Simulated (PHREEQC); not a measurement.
## Spent oxide etchant

Dissolve 0.0081 mol HF, 0.00023 mol H2SiF6 and 0.039 mol H2SO4 per kg of water at 44 °C. Closed to the air; pH follows from the charge balance.

Computed with PHREEQC (ion-association model, phreeqc.dat).

Each row changes one thing in this solution. This is a speciation only: nothing precipitates in the calculation.

```tsv
case	pH	ionic strength (mol/kgw)	HF (mol/kgw)	F- (mol/kgw)	HF2- (mol/kgw)
as made	1.39	0.0576	0.00847	0.000123	4.46e-6
H2SO4 from 0.039 to 0.0195 mol/kgw	___	0.0329	0.00818	0.000202	7.05e-6
H2SO4 from 0.039 to 0.0429 mol/kgw	1.35	0.0624	0.00851	0.000115	4.18e-6
H2SiF6 replaced by LiF at the same molality	1.39	0.0573	0.00820	0.000121	4.21e-6
H2SO4 left out	___	0.00232	0.00643	0.00160	4.39e-5
```

Problem. Fill in the missing entries.

Solution. 
- H2SO4 from 0.039 to 0.0195 mol/kgw, pH: 1.64
- H2SO4 left out, pH: 2.70

Complexes and solids missing from the database can't appear. Away from 25 °C the constants follow the database's enthalpies or fits; those with neither stay at their 25 °C values. SiF6-2 is the database's only silicon fluoride.
